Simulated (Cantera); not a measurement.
# Stirred combustor or abatement burner

A perfectly stirred reactor is fed with 20.5 % H2, 15.6 % O2, 58.5 % N2, 5.34 % H2O, equivalence ratio 0.66, at 3750 Torr; it is adiabatic with a 500 K inlet, and is followed from long to short residence time, starting on the burning branch (τ in s: 0.49, 0.22, 0.1, 0.046, 0.021, 0.0095, 0.0043, 0.0019, 0.00088, 0.0004, 0.00018, 8.2e-05, 3.7e-05).

Cantera simulation using GRI-Mech 3.0 (53 species, 325 reactions); the numbers are that mechanism's predictions, not measurements. The hydrogen kinetics of GRI-Mech 3.0 are dated; newer H2 mechanisms differ, most at raised pressure.

```
τ (s)    T (K)      x H2    x O2  x H2O      x NO    x N2O
-------  -----  --------  ------  -----  --------  -------
0.49      2010  0.000172  0.0581  0.287   0.00107  4.31e-7
0.22      2011  0.000178  0.0584  0.287  0.000552  4.39e-7
0.10      2011  0.000191  0.0585  0.287  0.000275  4.54e-7
0.046     2011  0.000217  0.0585  0.287  0.000141  4.83e-7
0.021     2010  0.000270  0.0586  0.287   7.65e-5  5.42e-7
0.0095    2008  0.000374  0.0585  0.287   4.61e-5  6.50e-7
0.0043    2005  0.000564  0.0585  0.286   3.19e-5  8.21e-7
0.0019    2000  0.000909  0.0585  0.285   2.47e-5  1.04e-6
0.00088   1991   0.00146  0.0585  0.284   2.06e-5  1.20e-6
0.00040   1978   0.00239  0.0585  0.282   1.75e-5  1.25e-6
0.00018   1957   0.00391  0.0588  0.280   1.51e-5  1.15e-6
8.2e-5    1926   0.00627  0.0593  0.276   1.39e-5  9.84e-7
3.7e-5    1877   0.00993  0.0605  0.269   1.37e-5  7.97e-7
```
x: mole fraction; the columns are a selection and need not sum to one.
